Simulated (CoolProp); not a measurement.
Isobutane at 293.11 K and 0.1 MPa flows at 0.073 m/s in a round tube of 20 mm bore and 1.5 µm roughness, fully developed (64/Re and Nu = 3.66 if laminar; Colebrook and Gnielinski if turbulent). Each further row changes one setting.

The numbers come from the reference Helmholtz-energy equation of state, Bücker 2006 in CoolProp.

```tsv
case	Reynolds number	Darcy friction factor	pressure drop (Pa/m)	heat-transfer coefficient (W/(m² K))	mass flow (kg/h)
as stated	486	0.132	0.0431	2.99	0.202
velocity 0.146 m/s	971	0.0659	0.0861	2.99	0.405
diameter 40 mm	971	0.0659	0.0108	1.50	0.810
```

Viscosity comes from a separate model (Vogel 2000). Thermal conductivity comes from a separate model (Perkins 2002).
